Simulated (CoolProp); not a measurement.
A single-stage vapour-compression cycle with the fluid: evaporating at 312.15 K (dew point), condensing at 364.15 K (bubble point), superheat 5 K, subcooling 5 K, compressor efficiency 0.9, no pressure losses. The same conditions are run with several fluids, on thermodynamics alone (safety and materials aside).

Model: reference Helmholtz-energy equation of state of each fluid (R227EA: Lemmon 2016; methanol: de Reuck 1993; benzene: Thol 2012; R124: de Vries 1995; fluoroethane (R161): Wu 2012; R11: Jacobsen 1992), in CoolProp.

**Question.** Rank R227EA, methanol, benzene, R124, fluoroethane (R161), R11 by cooling COP, highest first.

**Answer.** benzene (4.80), methanol (4.73), R11 (4.60), R124 (3.77), fluoroethane (R161) (3.60), R227EA (2.85)

```tsv
fluid	pressure ratio	discharge temperature (K)	refrigerating effect (kJ/kg)	volumetric capacity (kJ/m³)
R227EA	3.43	364.1	44.5	2360
methanol	7.80	451.6	1030	435
benzene	5.99	377.5	342	240
R124	3.44	367.7	83.3	2870
fluoroethane (R161)	3.05	386.0	198	6000
R11	4.00	374.8	135	1250
```

The compression ends wet for: R227EA.
